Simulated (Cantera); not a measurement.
A perfectly stirred reactor is fed with CH4 : N2 = 1 : 170 (molar parts), at 0.133 bar; it is held at 2000 K, and followed from long to short residence time.

Model: GRI-Mech 3.0 (53 species, 325 reactions), integrated in Cantera. GRI-Mech 3.0 stops at C3 and has no aromatics, soot or wall deposition, so with more carbon than oxygen in the feed, carbon stays in small species such as C2H2 where larger ones or solid carbon would form.

Q: What does this change do: pressure from 0.133 bar to 0.000110 bar?

A: 
```tsv
quantity	before	after
x(CH4) at τ = 6.00 s	1.33e-5	0.00240
x(HCN) at τ = 6.00 s	0.00311	1.81e-5
x(H) at τ = 6.00 s	0.000277	7.68e-5
x(H2) at τ = 6.00 s	0.00855	0.00453
x(C2H4) at τ = 6.00 s	4.89e-8	6.35e-5
x(CH4) at τ = 0.120 s	0.000310	0.00578
x(HCN) at τ = 0.120 s	0.000417	9.14e-10
x(H) at τ = 0.120 s	0.000157	6.99e-6
x(H2) at τ = 0.120 s	0.00806	3.10e-5
x(C2H4) at τ = 0.120 s	6.42e-6	2.89e-7
```
Radical loss at walls, strong at low pressure, is not modelled.

Q: What does this change do: pressure from 0.133 bar to 0.0350 bar?

A: 
```csv
quantity,before,after
x(CH4) at τ = 6.00 s,1.33e-5,3.26e-5
x(HCN) at τ = 6.00 s,0.00311,0.00238
x(H) at τ = 6.00 s,0.000277,0.000262
x(H2) at τ = 6.00 s,0.00855,0.00852
x(C2H4) at τ = 6.00 s,4.89e-8,1.81e-7
x(CH4) at τ = 0.120 s,0.000310,0.000762
x(HCN) at τ = 0.120 s,0.000417,0.000140
x(H) at τ = 0.120 s,0.000157,0.000129
x(H2) at τ = 0.120 s,0.00806,0.00727
x(C2H4) at τ = 0.120 s,6.42e-6,2.18e-5
```
Radical loss at walls, strong at low pressure, is not modelled.
